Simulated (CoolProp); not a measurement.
Vapour-liquid equilibrium of CH2F2 (R32) (1) + R1234ze(E) (2) at 291.1 K; x and y are mole fractions of (1).

Computed with CoolProp (multi-fluid Helmholtz-energy mixture model, Tillner-Roth 1997 and Thol 2016; pair parameters Bell 2023).

**Question.** Give the bubble pressure and the first vapour's composition at x = 0.425, 0.5, 0.8. Is there an azeotrope?

**Answer.** x = 0.425: 8.501 bar, y = 0.684; x = 0.5: 9.211 bar, y = 0.738; x = 0.8: 11.98 bar, y = 0.905. No azeotrope shows between x = 0.05 and 0.95.

Pair parameters are fitted to limited data, so mixtures are less certain than the pure fluids.
